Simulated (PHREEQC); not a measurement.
1 kg of water holding 91 mmol/kgw Na2SO4 and 0.72 mmol/kgw Na2B4O7 is evaporated at 30 °C; the solids stay in contact with the brine. No CO2 enters from the air. Solids allowed: Mirabilite, Thenardite, Borax, Boric_acid,s, NaBO2:4H2O, NaB5O8:5H2O. Others were left out.

All values are PHREEQC results (Pitzer model, pitzer.dat), not measurements.

```tsv
water left (kg)	ionic strength	water activity	Mirabilite (mol)	Borax (mol)	B in solution (mol/kgw)	Na in solution (mol/kgw)	S in solution (mol/kgw)
1	0.274	0.996	0	0	0.00288	0.183	0.0910
0.8219	0.334	0.995	0	0	0.00350	0.223	0.111
0.6755	0.406	0.994	0	0	0.00426	0.272	0.135
0.5552	0.494	0.993	0	0	0.00519	0.330	0.164
0.4563	0.601	0.992	0	0	0.00631	0.402	0.199
0.375	0.732	0.990	0	0	0.00768	0.489	0.243
0.3082	0.890	0.988	0	0	0.00934	0.595	0.295
0.2533	1.08	0.986	0	0	0.0114	0.724	0.359
0.2082	1.32	0.983	0	0	0.0138	0.881	0.437
0.1711	1.60	0.980	0	0	0.0168	1.07	0.532
0.1407	1.95	0.976	0	0	0.0205	1.30	0.647
0.1156	2.37	0.972	0	0	0.0249	1.59	0.787
0.09502	2.89	0.966	0	0	0.0303	1.93	0.958
0.07809	3.51	0.960	0	0	0.0369	2.35	1.17
0.06418	4.28	0.951	0	0	0.0449	2.86	1.42
0.05276	5.20	0.941	0	0	0.0546	3.48	1.72
0.04336	6.33	0.929	0	0	0.0664	4.23	2.10
0.03565	7.70	0.912	0	0	0.0808	5.15	2.55
0.02594	8.42	0.903	0.0188	0	0.111	5.63	2.79
0.01552	8.49	0.902	0.0477	0	0.186	5.68	2.79
0.006893	8.61	0.900	0.0717	0.000184	0.311	5.77	2.80
```

Mirabilite from water left = 0.02594 kg (pH 8.67); Borax from water left = 0.006893 kg (pH 8.72).
